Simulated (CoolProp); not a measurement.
Properties of nitrous oxide at several states.

Model: reference Helmholtz-energy equation of state, Lemmon 2006, in CoolProp. It is a short technical equation, of lower accuracy than the large ones.

```
T (K)  p (MPa)          phase  density (kg/m³)  cv (kJ/(kg K))  speed of sound (m/s)  Joule-Thomson coefficient (K/MPa)  expansivity (1/kK)
-----  -------  -------------  ---------------  --------------  --------------------  ---------------------------------  ------------------
418       39.4  supercritical                …               …                 462.6                             0.6664               4.131
405.9     0.03            gas           0.3915          0.7850                 308.3                              5.438               2.469
410.5     8.46  supercritical            129.6               …                 288.8                              4.814               4.369
```

Task: What belongs in the gaps?

Result: 
- 418, density (kg/m³): 630.6
- 418, cv (kJ/(kg K)): 0.9187
- 410.5, cv (kJ/(kg K)): 0.8402
